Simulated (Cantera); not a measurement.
# Thermodynamics of boron, boron nitride and boron oxide, feed B2H6 + O2

A closed system holds: 1 mol B2H6, 3.7 mol O2, at 1.00 bar.

Equilibrium computed with Cantera from the NASA thermochemical tables; the gas is ideal and each condensed phase is pure. Candidate condensed phases: B, B2O3, B3O3H3, H2O; 23 gas species. The feed counts by its element totals alone. Gases not in the tables: H3BO3. Kinetics and transport are ignored.

From 575 °C to 1675 °C the condensed part is B2O3(l). From 1775 °C to 1875 °C nothing is condensed.

| T (°C) | x H2O | x HBO2 | x O2 | x (HBO2)3 | x B2O3 | x OH | x BO2 | x H2 | n B2O3(l) |
|---|---|---|---|---|---|---|---|---|---|
| 575 | 0.762 | 5.18e-7 | 0.193 | 0.0445 | <1e-12 | 9.38e-9 | <1e-12 | <1e-12 | 0.758 |
| 675 | 0.783 | 7.33e-6 | 0.192 | 0.0254 | <1e-12 | 1.08e-7 | 1.37e-12 | 3.05e-11 | 0.861 |
| 775 | 0.794 | 6.08e-5 | 0.191 | 0.0156 | 2.99e-11 | 7.74e-7 | 7.82e-11 | 6.23e-10 | 0.914 |
| 875 | 0.799 | 0.000342 | 0.190 | 0.0102 | 1.55e-9 | 3.94e-6 | 2.18e-9 | 7.53e-9 | 0.943 |
| 975 | 0.802 | 0.00143 | 0.190 | 0.00705 | 4.15e-8 | 1.55e-5 | 3.51e-8 | 6.11e-8 | 0.958 |
| 1075 | 0.801 | 0.00480 | 0.189 | 0.00507 | 6.68e-7 | 4.95e-5 | 3.71e-7 | 3.64e-7 | 0.963 |
| 1175 | 0.794 | 0.0134 | 0.188 | 0.00376 | 7.19e-6 | 0.000134 | 2.81e-6 | 1.69e-6 | 0.954 |
| 1275 | 0.778 | 0.0323 | 0.186 | 0.00282 | 5.61e-5 | 0.000318 | 1.62e-5 | 6.35e-6 | 0.923 |
| 1375 | 0.746 | 0.0685 | 0.183 | 0.00211 | 0.000336 | 0.000667 | 7.49e-5 | 2.00e-5 | 0.855 |
| 1475 | 0.689 | 0.130 | 0.176 | 0.00153 | 0.00163 | 0.00125 | 0.000288 | 5.37e-5 | 0.727 |
| 1575 | 0.602 | 0.221 | 0.166 | 0.00104 | 0.00656 | 0.00212 | 0.000944 | 0.000123 | 0.500 |
| 1675 | 0.482 | 0.338 | 0.151 | 0.000628 | 0.0227 | 0.00319 | 0.00270 | 0.000239 | 0.110 |
| 1775 | 0.455 | 0.356 | 0.146 | 0.000151 | 0.0314 | 0.00502 | 0.00474 | 0.000490 | 0 |
| 1875 | 0.457 | 0.348 | 0.145 | 3.36e-5 | 0.0344 | 0.00782 | 0.00717 | 0.000982 | 0 |
x: gas mole fraction; n: condensed amount in mol.
